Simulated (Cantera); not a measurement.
An adiabatic, constant-pressure homogeneous reactor starts with CH₄ : O₂ : N₂ = 1 : 1.11 : 4.18 (molar parts), equivalence ratio 1.8, at 1400 K and 2850 Torr. Integrator tolerance rtol = 1e-08.

Cantera simulation using GRI-Mech 3.0 (53 species, 325 reactions); the numbers are that mechanism's predictions, not measurements.

What does this change do: pressure from 2850 Torr to 1730 Torr?


```tsv
quantity	before	after
time of steepest temperature rise	1.63 ms	2.47 ms
temperature at 0.800 s	2558 K	2548 K
equilibrium temperature	2558 K	2548 K
x(CH₄) at 0.800 s	6.07e-11 (gas-phase equilibrium 6.85e-11)	2.30e-11 (gas-phase equilibrium 2.59e-11)
x(O₂) at 0.800 s	2.16e-5 (gas-phase equilibrium 2.16e-5)	3.22e-5 (gas-phase equilibrium 3.22e-5)
x(H) at 0.800 s	0.00596 (gas-phase equilibrium 0.00596)	0.00731 (gas-phase equilibrium 0.00731)
x(C₂H₂) at 0.800 s	<1e-12 (gas-phase equilibrium <1e-12)	<1e-12 (gas-phase equilibrium <1e-12)
x(NO₂) at 0.800 s	3.66e-9 (gas-phase equilibrium 3.66e-9)	4.22e-9 (gas-phase equilibrium 4.22e-9)
```

What does this change do: constant volume in place of constant pressure?


```json
[
 {"quantity": "time of steepest temperature rise", "before": "1.63 ms", "after": "1.50 ms"},
 {"quantity": "temperature at 0.800 s", "before": "2558 K", "after": "2842 K"},
 {"quantity": "equilibrium temperature", "before": "2558 K", "after": "2842 K"},
 {"quantity": "x(CH₄) at 0.800 s", "before": "6.07e-11 (gas-phase equilibrium 6.85e-11)", "after": "1.19e-10 (gas-phase equilibrium 1.34e-10)"},
 {"quantity": "x(O₂) at 0.800 s", "before": "2.16e-5 (gas-phase equilibrium 2.16e-5)", "after": "9.97e-5 (gas-phase equilibrium 9.97e-5)"},
 {"quantity": "x(H) at 0.800 s", "before": "0.00596 (gas-phase equilibrium 0.00596)", "after": "0.0113 (gas-phase equilibrium 0.0113)"},
 {"quantity": "x(C₂H₂) at 0.800 s", "before": "<1e-12 (gas-phase equilibrium <1e-12)", "after": "<1e-12 (gas-phase equilibrium <1e-12)"},
 {"quantity": "x(NO₂) at 0.800 s", "before": "3.66e-9 (gas-phase equilibrium 3.66e-9)", "after": "3.08e-8 (gas-phase equilibrium 3.08e-8)"}
]
```

What does this change do: initial temperature 1400 to 1625 K?


| quantity | before | after |
|---|---|---|
| time of steepest temperature rise | 1.63 ms | 0.167 ms |
| temperature at 0.800 s | 2558 K | 2724 K |
| equilibrium temperature | 2558 K | 2724 K |
| x(CH₄) at 0.800 s | 6.07e-11 (gas-phase equilibrium 6.85e-11) | 3.19e-11 (gas-phase equilibrium 3.60e-11) |
| x(O₂) at 0.800 s | 2.16e-5 (gas-phase equilibrium 2.16e-5) | 9.17e-5 (gas-phase equilibrium 9.17e-5) |
| x(H) at 0.800 s | 0.00596 (gas-phase equilibrium 0.00596) | 0.0113 (gas-phase equilibrium 0.0113) |
| x(C₂H₂) at 0.800 s | <1e-12 (gas-phase equilibrium <1e-12) | <1e-12 (gas-phase equilibrium <1e-12) |
| x(NO₂) at 0.800 s | 3.66e-9 (gas-phase equilibrium 3.66e-9) | 1.73e-8 (gas-phase equilibrium 1.73e-8) |
